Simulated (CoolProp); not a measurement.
Hexamethyldisiloxane (MM) along the isotherm 572.6 K: Z from the reference equation and from simpler models built on Tc = 518.7 K, pc = 1.931 MPa, ω = 0.418; each cubic takes its own stable root.

Values from CoolProp's reference Helmholtz-energy equation of state, Thol 2016.

```csv
p (MPa),phase,reference,van der Waals,Redlich-Kwong,Soave-Redlich-Kwong,Peng-Robinson
0.0805,gas,0.9895,0.9902,0.9893,0.9902,0.9888
0.161,gas,0.9789,0.9803,0.9785,0.9803,0.9775
0.241,gas,0.9682,0.9703,0.9676,0.9704,0.9662
0.322,gas,0.9572,0.9599,0.9565,0.9603,0.9546
0.402,gas,0.9463,0.9496,0.9453,0.9502,0.9432
0.483,gas,0.9352,0.9389,0.9339,0.9399,0.9315
0.563,gas,0.9240,0.9281,0.9225,0.9296,0.9199
0.644,gas,0.9127,0.9171,0.9108,0.9190,0.9081
0.724,gas,0.9013,0.9059,0.8990,0.9086,0.8963
0.805,gas,0.8897,0.8944,0.8870,0.8978,0.8843
0.885,gas,0.8781,0.8827,0.8749,0.8871,0.8723
0.966,gas,0.8663,0.8707,0.8625,0.8761,0.8602
```
